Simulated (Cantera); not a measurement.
# Low-pressure radical oxidation in H2/O2

An isothermal, constant-pressure homogeneous reactor starts with H₂ : O₂ = 0.08 : 1 (molar parts), equivalence ratio 0.040, at 1298 K and 1330 Pa.

Computed with Cantera and GRI-Mech 3.0 (53 species, 325 reactions). Radical loss at walls, strong at low pressure, is not modelled. The temperature is held fixed by assumption; the heat of reaction is taken as removed at once.

```tsv
t (s)	x H₂	x O₂	x HO₂	x OH	x H
1.00e-5	0.0741	0.926	3.49e-9	4.97e-10	3.02e-9
3.51e-5	0.0741	0.926	1.23e-8	4.52e-9	8.74e-9
0.000123	0.0741	0.926	4.31e-8	3.92e-8	3.77e-8
0.000433	0.0741	0.926	1.56e-7	2.14e-6	1.76e-6
0.00152	0.00821	0.877	3.82e-6	0.00961	0.0162
0.00534	0.00160	0.873	3.48e-6	0.00615	0.0116
0.0187	0.00119	0.887	3.29e-6	0.00535	0.00712
0.0658	0.000475	0.909	2.47e-6	0.00341	0.00168
0.231	7.41e-5	0.921	9.51e-7	0.00136	0.000100
0.811	8.09e-6	0.923	1.89e-7	0.000450	3.62e-6
2.85	1.10e-6	0.923	3.99e-8	0.000166	1.82e-7
10.0	2.07e-7	0.923	2.39e-8	7.22e-5	1.49e-8
```
x: mole fraction; the columns are a selection and need not sum to one.

Equilibrium at this temperature and pressure: H₂ 5.85e-8, O₂ 0.923, HO₂ 3.32e-8, OH 3.84e-5, H 2.26e-9 (gas phase only).
